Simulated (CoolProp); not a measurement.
Aqueous ammonia as a coolant, at 9 °C, 1 atm.

Computed with CoolProp (Melinder's fits for secondary coolants).

```tsv
mass %	freezing point (°C)	cp (kJ/(kg K))	viscosity (mPa s)	density (kg/m³)	Prandtl number
1.9	-2.2	4.197	1.41	991.8	10.5
3.9	-4.6	4.198	1.45	983.6	11.0
5.8	-7.2	4.200	1.47	976.2	11.4
7.7	-9.9	4.202	1.49	969.0	11.9
9.6	-12.9	4.205	1.51	962.1	12.4
11.6	-16.4	4.207	1.55	955.0	13.0
13.5	-20.1	4.210	1.59	948.6	13.7
15.4	-24.2	4.213	1.64	942.4	14.4
17.3	-28.8	4.216	1.68	936.3	15.0
19.3	-34.3	4.219	1.71	930.1	15.6
21.2	-40.4	4.223	1.73	924.3	16.0
23.1	-47.4	4.228	1.72	918.6	16.2
```
